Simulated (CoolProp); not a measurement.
Vapour-liquid equilibrium of isobutane (1) + isobutene (2) at 2110 kPa; x and y are mole fractions of (1).

Model: multi-fluid Helmholtz-energy mixture model, Bücker 2006 and Lemmon 2005; pair parameters Bell 2016, in CoolProp.

Q: Give the bubble temperature and the first vapour's composition at x = 0.2, 0.575, 0.8. Is there an azeotrope?

A: x = 0.2: 379.5 K, y = 0.210; x = 0.575: 377.7 K, y = 0.585; x = 0.8: 376.9 K, y = 0.805. No azeotrope shows between x = 0.05 and 0.95.

Pair parameters are fitted to limited data, so mixtures are less certain than the pure fluids.
